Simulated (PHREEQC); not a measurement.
A made-up water analysis in mg/kgw, 25 °C, pH 3.53: Na 3040; K 270; Ca 560; Mg 292; Cl 1730; S(6) as SO4 7040; Br 24.4; B 21.4.

Valence states are taken as typed.

The numbers come from PHREEQC with the Pitzer model, pitzer.dat.

The ionic strength comes out as 0.292 mol/kgw, the specific conductance comes out as 16800 µS/cm and the density comes out as 1.008 g/cm³. The osmotic coefficient is 0.799. The total alkalinity is -0.977 meq/kg and the charge-balance error is -0.9 %.

```
species  molality  activity   log γ
-------  --------  --------  ------
Na+         0.132    0.0929  -0.153
SO4-2      0.0727    0.0134  -0.736
Cl-        0.0488    0.0336  -0.162
Ca+2       0.0140   0.00230  -0.783
Mg+2       0.0120   0.00243  -0.695
K+        0.00691   0.00472  -0.165
B(OH)3    0.00198   0.00195  -0.007
HSO4-    0.000536  0.000376  -0.154
H+       0.000440  0.000295  -0.174
Br-      0.000305  0.000212  -0.158
B(OH)4-   6.26e-9   3.79e-9  -0.218
```

This is a speciation only: nothing precipitates in the calculation. The solution is supersaturated, for example in Gypsum, so a real one may precipitate; this is no full list.
